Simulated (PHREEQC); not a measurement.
1 kg of water holding 0.13 mol/kgw KCl and 0.044 mol/kgw NaCl meets 20 L of dry gas (H2 1 by moles) at fixed total pressure, at 100 atm; fugacities by Peng-Robinson. The gases take part in no redox reaction, some water evaporates into the gas, and hydrates or a liquid gas phase aren't modelled. No solid was allowed to form.

All values are PHREEQC results (ion-association model, phreeqc.dat), not measurements.

```
T (°C)  dissolved H2 (mol/kgw)  φ of H2
------  ----------------------  -------
10                      0.0772    1.030
20                      0.0718    1.030
30                      0.0683    1.031
40                      0.0660    1.031
50                      0.0649    1.031
60                      0.0647    1.031
70                      0.0652    1.031
80                      0.0664    1.031
90                      0.0682    1.031
```

Species that the database lacks are ignored. At this temperature some constants are extrapolated from 25 °C, and those without enthalpy data are left unchanged.
